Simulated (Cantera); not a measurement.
A perfectly stirred reactor is fed with 0.268 % CO, 0.288 % O2, 0.0298 % H2O, 99.4 % N2, at 5.00 bar; it is held at 1450 K, and followed from long to short residence time.

Cantera simulation using GRI-Mech 3.0 (53 species, 325 reactions); the numbers are that mechanism's predictions, not measurements.

One state of this run: x CO = 1.17e-5; x O2 = 0.00155; x H2O = 0.000297; x H = 5.07e-8; x H2 = 1.25e-7; x CO2 = 0.00268. x: mole fraction; the columns are a selection and need not sum to one.

Which value of τ (s) does it belong to?
A) 0.0055
B) 0.027
C) 6.8
D) 0.29

C, 6.8
